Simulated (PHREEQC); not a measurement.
# Ultrapure water in contact with air or piping

Synthetic water in mg/L, 25 °C, pH 6.74, pe 8.8:

```
constituent             mg/L
------------------  --------
Na                    0.0113
K                    0.00401
Ca                    0.0143
Mg                   0.00898
Cl                   0.00958
S(6) as SO4           0.0367
Alkalinity as HCO3    0.0605
N(5) as NO3         3.87e-05
```

Valence states are taken as typed.

All values are PHREEQC results (ion-association model, wateq4f.dat), not measurements.

This is a speciation only: nothing precipitates in the calculation.

Question: Predict the charge-balance error.

Answer: charge-balance error 0.5 %.

Question: In which forms is C present?

Answer: HCO3- 71 %, CO2 29 % of the C.

Complexes and solids missing from the database can't appear.
